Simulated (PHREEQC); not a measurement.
Dissolve 0.16 mol KH2PO4, 0.02 mol NaF and 0.00013 mol KCl per kg of water at 20 °C. Closed to the air; pH follows from the charge balance.

Equilibrium calculation in PHREEQC: ion-association model, phreeqc.dat.

Each row changes one thing in this solution. This is a speciation only: nothing precipitates in the calculation.

```
case                                          pH  ionic strength (mol/kgw)  F- (mol/kgw)  HF (mol/kgw)  NaF (mol/kgw)  HF2- (mol/kgw)
------------------------------------------  ----  ------------------------  ------------  ------------  -------------  --------------
as made                                     4.58                     0.181        0.0193      0.000482       0.000115         3.41e-5
KCl left out                                4.58                     0.181        0.0193      0.000482       0.000115         3.41e-5
KH2PO4 from 0.16 to 0.144 mol/kgw           4.60                     0.165        0.0193      0.000465       0.000117         3.29e-5
KCl replaced by CaCl2 at the same molality  4.58                     0.181        0.0193      0.000483       0.000115         3.41e-5
0.17 mol/kgw HBr added                      1.56                     0.214      0.000763        0.0191        4.38e-6         5.32e-5
KH2PO4 left out                             7.76                    0.0200        0.0198       4.07e-7       0.000171         2.97e-8
KCl from 0.00013 to 0.000143 mol/kgw        4.58                     0.181        0.0193      0.000482       0.000115         3.41e-5
```

Species that the database lacks are ignored. Some of these states are supersaturated (in Fluorite, for instance).
